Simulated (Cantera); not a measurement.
A closed system holds: 1 mol TiC, 0.17 mol H2, 0.046 mol C, at 1698.15 K and 0.720 bar.

Equilibrium computed with Cantera from the NASA thermochemical tables; the gas is ideal and each condensed phase is pure. Candidate condensed phases: C, C6H6, C7H8, C8H18, Ti, TiC; 77 gas species. TiC: taken at fixed stoichiometry. Equilibrium is a limit: real reactors are often held back by kinetics, nucleation or transport.

Base state: H2 0.999, CH4 0.000792, H 0.000171, C2H2 (acetylene) 7.21e-5 (mole fractions); condensed: C(graphite) + TiC(s).

### Question
What changes in the equilibrium state with this change: TiC replaced by MgO?

### Answer
```csv
species,before,after
H2,0.999,0.961
CO,0,0.0191
Mg,0,0.0189
MgH,0,0.000197
CH4,0.000792,0.000733
C2H2 (acetylene),7.21e-5,6.93e-5
H,0.000171,0.000167
"C(graphite), mol",0.0458,0.0425
"TiC(s), mol",1.00,0
"MgO(s), mol",0,0.997
```
The tables' values for MgH are old estimates; treat these amounts as uncertain. Further candidate phases: H2O, Mg, MgCO3, MgO, Mg(OH)2.
